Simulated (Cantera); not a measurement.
Mixture: CH4 : O2 : N2 : H2O = 1 : 2.04 : 10.8 : 3.4 (molar parts), equivalence ratio 0.98, at 7.50 bar, adiabatic and at constant volume. Ignition delay is the time to a rise of 400 K.

Computed with Cantera and GRI-Mech 3.0 (53 species, 325 reactions).

Predict: delay at 1050 K; delay at 1100 K; delay at 1150 K; delay at 1200 K; delay at 1250 K; delay at 1300 K; delay at 1350 K; apparent activation energy between 1250 and 1350 K.


| Quantity | Result |
|---|---|
| delay at 1050 K | 69.0 ms |
| delay at 1100 K | 33.4 ms |
| delay at 1150 K | 17.4 ms |
| delay at 1200 K | 9.59 ms |
| delay at 1250 K | 5.52 ms |
| delay at 1300 K | 3.27 ms |
| delay at 1350 K | 1.97 ms |
| apparent activation energy between 1250 and 1350 K | 140 kJ/mol |
